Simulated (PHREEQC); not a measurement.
Model water analysis in mg/kgw, 10 °C, pH 5.83, pe 11.1:

```csv
constituent,mg/kgw
Na,0.798
K,3.54
Ca,3.02
Mg,0.303
Cl,6.21
S(6) as SO4,1.67
Alkalinity as HCO3,5.98
Cd,0.114
Zn,0.00217
Si as SiO2,0.154
```

Valence states are taken as typed.

Model: ion-association model, phreeqc.dat, run in PHREEQC.

```
quantity                before    after
---------------------  -------  -------
CaSO4 (mol/kgw)        1.70e-7  2.22e-6
CaHCO3+ (mol/kgw)      6.34e-8  9.15e-7
MgSO4 (mol/kgw)        2.78e-8  3.63e-7
CdCl+ (mol/kgw)        1.44e-8  2.00e-7
SI of Quartz (SiO2)      -1.38    -0.78
SI of Otavite (CdCO3)    -2.61    -1.48
```

Q: What was changed between the two runs?
(A) Si from 0.154 to 0.077 mg/kgw
(B) pH from 5.83 to 5.53 at the same alkalinity
(C) all concentrations times 4 at the same typed pH
(D) pH from 5.83 to 5.5 at the same alkalinity

A: C, all concentrations times 4 at the same typed pH

No solid was allowed to form. Away from 25 °C the constants follow the database's enthalpies or fits; those with neither stay at their 25 °C values.
